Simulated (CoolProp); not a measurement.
Properties of n-butane at several states (Tc = 152.0 °C, pc = 3.796 MPa, ω = 0.201).

The numbers come from the reference Helmholtz-energy equation of state, Bücker 2006 in CoolProp.

```csv
T (°C),p (MPa),phase,speed of sound (m/s),Joule-Thomson coefficient (K/MPa)
-17.55,0.417,liquid,…,…
-116.75,0.256,liquid,1692,-0.5591
27.55,2.5,liquid,…,-0.2883
-11.15,0.18,liquid,…,…
74.95,0.0211,gas,…,14.86
```

Problem. What belongs in the gaps?

Solution. 
- -17.55, speed of sound (m/s): 1133
- -17.55, Joule-Thomson coefficient (K/MPa): -0.4154
- 27.55, speed of sound (m/s): 912.9
- -11.15, speed of sound (m/s): 1097
- -11.15, Joule-Thomson coefficient (K/MPa): -0.3981
- 74.95, speed of sound (m/s): 231.3
